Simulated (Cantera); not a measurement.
## Thermodynamics of carbothermic reduction, feed Fe₃O₄ + CH₄ + CO

Feed: 1 mol Fe₃O₄, 0.98 mol CH₄, 0.045 mol CO, at 1330 Pa.

Cantera equilibrium calculation (NASA polynomials, part measured and part estimated; ideal gas, pure solids and liquids). Candidate condensed phases: C, C₆H₆, C₇H₈, C₈H₁₈, Fe, Fe(CO)₅, FeO, Fe(OH)₂, Fe(OH)₃, Fe₂O₃, Fe₃O₄, H₂O; 114 gas species. Mutual solubility and eutectic melting of coexisting phases are not modelled. The tables' stoichiometric FeO is somewhat more stable than real wüstite, so its field is too wide. FeO: taken at fixed stoichiometry. Kinetics and transport are ignored.

```csv
T (K),log p H₂,log p CO,log p H₂O,log p CO₂,n Fe(γ),n FeO(s),n FeO(l),n Fe(δ)
1475,-2.21,-2.41,-2.60,-3.19,0.693,2.31,0,0
1500,-2.21,-2.40,-2.59,-3.20,0.701,2.30,0,0
1525,-2.21,-2.40,-2.58,-3.20,0.709,2.29,0,0
1550,-2.22,-2.40,-2.57,-3.21,0.717,2.28,0,0
1575,-2.22,-2.40,-2.57,-3.21,0.724,2.28,0,0
1600,-2.22,-2.40,-2.56,-3.22,0.731,2.27,0,0
1625,-2.22,-2.40,-2.56,-3.22,0.737,2.26,0,0
1650,-2.23,-2.40,-2.55,-3.23,0.744,0,2.26,0
1675,-2.23,-2.40,-2.55,-3.24,0,0,2.26,0.736
1700,-2.23,-2.40,-2.55,-3.26,0,0,2.27,0.728
1725,-2.22,-2.39,-2.56,-3.27,0,0,2.28,0.720
1750,-2.22,-2.39,-2.56,-3.29,0,0,2.28,0.712
```
log p: log10 of the partial pressure in bar; n: condensed amount in mol.

From 1475 K to 1625 K the condensed part is Fe(γ) + FeO(s). At 1650 K the condensed part is Fe(γ) + FeO(l). From 1675 K to 1750 K the condensed part is Fe(δ) + FeO(l). The main Fe-bearing gas is Fe throughout.
